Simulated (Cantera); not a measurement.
Feed: 1 mol Si, 1.2 mol HF, 18 mol N2, 5.4 mol Cl2, at 1025 K and 13.3 mbar.

Method: chemical equilibrium by Gibbs-energy minimisation in Cantera with the NASA 1993 tables (ideal gas, pure condensed phases). Candidate condensed phases: NH4Cl, Si, Si3N4; 49 gas species. Equilibrium is a limit: real reactors are often held back by kinetics, nucleation or transport.

Base state: N2 0.762, Cl2 0.143, HCl 0.0508, SiCl4 0.0296, SiF4 0.0127, Cl 0.00183, HF 4.84e-5 (mole fractions); condensed: gas only.

**Question.** What changes in the equilibrium state with this change: Cl2 from 5.4 to 1.9 mol?

**Answer.** 
```tsv
species	before	after
N2	0.762	0.895
HCl	0.0508	0.0519
SiCl4	0.0296	0.0342
Cl2	0.143	<1e-9
SiF4	0.0127	0.0149
H2	<1e-9	0.00385
SiCl3	<1e-9	7.24e-5
Cl	0.00183	2.91e-8
SiHCl3	<1e-9	2.18e-5
Si3N4(s), mol	0	0.00355
```
N2 is the only nitrogen source here; it is nearly inert below about 1500 K, so the nitride shown seldom forms there in practice. The tables' values for SiCl3 are old estimates; treat these amounts as uncertain.
